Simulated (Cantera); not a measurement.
A freely propagating, adiabatic, planar premixed flame of 22.0 % H2, 16.0 % O2, 59.9 % N2, 2.09 % H2O, unburnt at 700 K and 6980 Torr; mixture-averaged transport, grid criteria slope 0.08 and curve 0.16, no radiation.

Computed with Cantera and the H2/O2 subset of GRI-Mech 3.0, which has no nitrogen chemistry. The hydrogen kinetics of GRI-Mech 3.0 are dated; newer H2 mechanisms differ, most at raised pressure. Burning velocities carry a grid error of a few per cent, more on coarse grids. Lean hydrogen flames are cellular in practice and burn faster than this planar one.

x: mole fraction of selected species; z is measured from the peak of heat release.

| z (mm) | T (K) | u (m/s) | x H2 | x O2 | x H2O | x OH | x H | x O |
|---|---|---|---|---|---|---|---|---|
| -0.0912 | 700 | 3.78 | 0.220 | 0.160 | 0.0209 | <1e-8 | <1e-8 | <1e-8 |
| -0.0608 | 700 | 3.78 | 0.218 | 0.160 | 0.0210 | <1e-8 | <1e-8 | <1e-8 |
| -0.0456 | 702 | 3.77 | 0.214 | 0.161 | 0.0212 | <1e-8 | <1e-8 | <1e-8 |
| -0.0304 | 712 | 3.77 | 0.202 | 0.163 | 0.0224 | 1.55e-8 | 1.53e-8 | ___ |
| -0.0152 | 837 | 4.26 | 0.161 | 0.164 | 0.0381 | 5.15e-5 | 5.12e-5 | ___ |
| -0.00760 | 1125 | 5.58 | 0.117 | 0.150 | 0.0797 | 0.000766 | 0.00108 | ___ |
| 0 | 1497 | 7.33 | 0.0677 | 0.118 | 0.145 | 0.00315 | 0.00461 | ___ |
| 0.00760 | 1765 | 8.60 | 0.0335 | 0.0876 | 0.198 | 0.00726 | 0.00682 | ___ |
| 0.0152 | 1921 | 9.34 | 0.0179 | 0.0714 | 0.224 | 0.0104 | 0.00604 | ___ |
| 0.0304 | 2071 | 10.0 | 0.00852 | 0.0620 | 0.242 | 0.0116 | 0.00318 | ___ |
| 0.0608 | 2173 | 10.5 | 0.00392 | 0.0593 | 0.253 | 0.00922 | 0.00100 | ___ |
| 0.122 | 2224 | 10.7 | 0.00153 | 0.0590 | 0.259 | 0.00622 | 0.000242 | ___ |
| 0.243 | 2241 | 10.8 | 0.000713 | 0.0591 | 0.261 | 0.00452 | 8.18e-5 | ___ |

Problem. Fill in the missing entries.

Solution. 
- -0.0304, x O: 1.43e-7
- -0.0152, x O: 2.12e-5
- -0.00760, x O: 0.000380
- 0, x O: 0.00216
- 0.00760, x O: 0.00419
- 0.0152, x O: 0.00483
- 0.0304, x O: 0.00375
- 0.0608, x O: 0.00184
- 0.122, x O: 0.000731
- 0.243, x O: 0.000367
